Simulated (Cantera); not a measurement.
Cantera with NASA thermochemical tables; ideal gases at 1 bar, condensed phases pure. Values are per mole of reaction as written; species without (g) are pure solids or liquids, kept so even where they would boil at 1 bar.

### Question
Between 300 and 948 K, where is each reaction favourable under standard conditions?
- 2 O3(g) + 3 C + 3 MgO = 3 MgCO3
- C + Mg + 3 O(g) = MgCO3
- MgCO3 = C + Mg(g) + 3 O(g)

### Answer
- 2 O3(g) + 3 C + 3 MgO = 3 MgCO3: ΔG° is -1701 kJ at 300 K and -1467 kJ at 948 K; it stays negative (K > 1). ΔH° is -1792 kJ and ΔS° -342 J/K at 948 K.
- C + Mg + 3 O(g) = MgCO3: ΔG° is -1723 kJ at 300 K and -1423 kJ at 948 K; it stays negative (K > 1). ΔH° is -1868 kJ and ΔS° -469 J/K at 948 K.
- MgCO3 = C + Mg(g) + 3 O(g): ΔG° is 1835 kJ at 300 K and 1463 kJ at 948 K; it stays positive (K < 1). ΔH° is 2001 kJ and ΔS° 568 J/K at 948 K.
